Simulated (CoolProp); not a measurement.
A closed Brayton cycle with carbon dioxide: compressor inlet 320.15 K and 9.2 MPa, high pressure 22.7 MPa, turbine inlet 730 K, compressor efficiency 0.89, turbine efficiency 0.93, recuperator effectiveness 0 (on enthalpy, no pinch check). Each further row changes one setting.

Values from CoolProp's reference Helmholtz-energy equation of state, Span 1996.

```csv
case,thermal efficiency (%),net work (kJ/kg),compressor to turbine work,compressor exit (K),turbine exit (K)
as stated,14.8,72.1,0.33,380.6,625.7
turbine inlet 680 K,14.8,63.2,?,380.6,579.7
compressor inlet 330.15 K,14.4,63.8,?,?,625.7
high pressure 19.3 MPa,12.4,61.8,0.31,369.6,?
recuperator effectiveness 0.5,?,72.1,0.33,380.6,625.7
```

Task: Fill in the missing entries.

Result: 
- turbine inlet 680 K, compressor to turbine work: 0.36
- compressor inlet 330.15 K, compressor to turbine work: 0.40
- compressor inlet 330.15 K, compressor exit (K): 402.6
- high pressure 19.3 MPa, turbine exit (K): 644.1
- recuperator effectiveness 0.5, thermal efficiency (%): 21.0
